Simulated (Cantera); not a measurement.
Charge: 1 mol B2O3, 9 mol BCl3, a varied amount of O2, equilibrated at 1150 K and 0.133 bar.

Method: chemical equilibrium by Gibbs-energy minimisation in Cantera with the NASA 1993 tables (ideal gas, pure condensed phases). Candidate condensed phases: B, B2O3; 18 gas species. The tables' values for BOCl are old estimates; treat these amounts as uncertain. The numbers say what is thermodynamically allowed, not how fast it happens.

x: gas mole fraction; n: condensed amount in mol.

```csv
n(O2) (mol),x Cl2,x BCl3,x O2,x B3O3Cl3,x Cl,n B2O3(l)
1.2,0.243,0.597,2.42e-10,0.157,0.00370,0.262
2,0.384,0.484,8.02e-10,0.127,0.00465,1.02
2.8,0.511,0.383,1.95e-9,0.100,0.00537,1.77
3.6,0.627,0.291,4.22e-9,0.0763,0.00595,2.53
4.5,0.744,0.197,9.98e-9,0.0518,0.00648,3.38
5.3,0.839,0.122,2.42e-8,0.0319,0.00688,4.13
6.1,0.927,___,___,___,0.00723,___
6.9,0.982,8.82e-6,0.0110,2.31e-6,0.00744,5.50
7.8,0.921,1.95e-6,0.0719,5.13e-7,0.00721,5.50
8.6,0.873,___,___,___,0.00702,5.50
9.4,0.830,9.02e-7,0.164,2.37e-7,0.00684,5.50
10,0.800,7.53e-7,0.193,1.98e-7,0.00672,5.50
```

Q: Complete the blanks.

A: 
- 8.6, x BCl3: 1.23e-6
- 8.6, x O2: 0.120
- 8.6, x B3O3Cl3: 3.22e-7
- 6.1, x BCl3: 0.0523
- 6.1, x O2: 9.08e-8
- 6.1, x B3O3Cl3: 0.0137
- 6.1, n B2O3(l): 4.89
